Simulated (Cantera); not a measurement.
Feed: 1 mol BN, 25 mol HCl, 1.2 mol N2, equilibrated at 1.00 bar.

Equilibrium computed with Cantera from the NASA thermochemical tables; the gas is ideal and each condensed phase is pure. Candidate condensed phases: B, BN, NH4Cl; 21 gas species. Gases not in the tables: BHCl2. The numbers say what is thermodynamically allowed, not how fast it happens.

Which condensed phases are stable at each of these points (T (K)): 1198, 1273, 1348, 1423, 1498, 1573, 1648, 1723, 1798, 1873, 1948, 2023, 2098?


```json
[
 {"T (K)": "1198", "condensed phases": "BN(s)", "B condensed (%)": "58.5"},
 {"T (K)": "1273", "condensed phases": "BN(s)", "B condensed (%)": "45.0"},
 {"T (K)": "1348", "condensed phases": "BN(s)", "B condensed (%)": "30.0"},
 {"T (K)": "1423", "condensed phases": "BN(s)", "B condensed (%)": "13.6"},
 {"T (K)": "1498", "condensed phases": "gas only", "B condensed (%)": "0.0"},
 {"T (K)": "1573", "condensed phases": "gas only", "B condensed (%)": "0.0"},
 {"T (K)": "1648", "condensed phases": "gas only", "B condensed (%)": "0.0"},
 {"T (K)": "1723", "condensed phases": "gas only", "B condensed (%)": "0.0"},
 {"T (K)": "1798", "condensed phases": "gas only", "B condensed (%)": "0.0"},
 {"T (K)": "1873", "condensed phases": "gas only", "B condensed (%)": "0.0"},
 {"T (K)": "1948", "condensed phases": "gas only", "B condensed (%)": "0.0"},
 {"T (K)": "2023", "condensed phases": "gas only", "B condensed (%)": "0.0"},
 {"T (K)": "2098", "condensed phases": "gas only", "B condensed (%)": "0.0"}
]
```

From 1198 K to 1423 K the condensed part is BN(s). From 1498 K to 2098 K nothing is condensed.
